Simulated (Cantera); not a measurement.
A closed system holds: 1 mol FeS₂, 0.14 mol O₂, at 13.3 mbar.

Equilibrium computed with Cantera from the NASA thermochemical tables; the gas is ideal and each condensed phase is pure. Candidate condensed phases: Fe, FeO, FeS, FeSO₄, FeS₂, Fe₂O₃, Fe₂(SO₄)₃, Fe₃O₄, S; 12 gas species. FeS: taken at fixed stoichiometry. Gases not in the tables: S₃ to S₇. Equilibrium is a limit: real reactors are often held back by kinetics, nucleation or transport.

x: gas mole fraction; n: condensed amount in mol.

```
T (K)   x S₂  x SO₂      x SO       x S    x S₂O  n FeS(s)  n FeS(l)
-----  -----  -----  --------  --------  -------  --------  --------
1000   0.750  0.242   8.88e-5   5.19e-8  0.00785      1.00         0
1075   0.750  0.242  0.000246   3.18e-7  0.00760      1.00         0
1150   0.750  0.242  0.000598   1.54e-6  0.00739      1.00         0
1225   0.750  0.242   0.00130   6.16e-6  0.00721      1.00         0
1300   0.749  0.241   0.00259   2.10e-5  0.00704      1.00         0
1375   0.748  0.240   0.00476   6.27e-5  0.00688      1.00         0
1450   0.747  0.238   0.00820  0.000167  0.00673      1.00         0
1525   0.744  0.235       [?]       [?]  0.00657         0     1.000
1600   0.741  0.231    0.0207  0.000901  0.00639         0     1.000
1675   0.736  0.225    0.0307   0.00187  0.00619         0     1.000
1750   0.729  0.218       [?]       [?]  0.00597         0     1.000
1825   0.719  0.208    0.0600   0.00665  0.00571         0     1.000
1900   0.705  0.196    0.0793    0.0116  0.00540         0     0.998
```

Some entries are withheld; supply them.


- 1750, x SO: 0.0437
- 1750, x S: 0.00362
- 1525, x SO: 0.0134
- 1525, x S: 0.000405
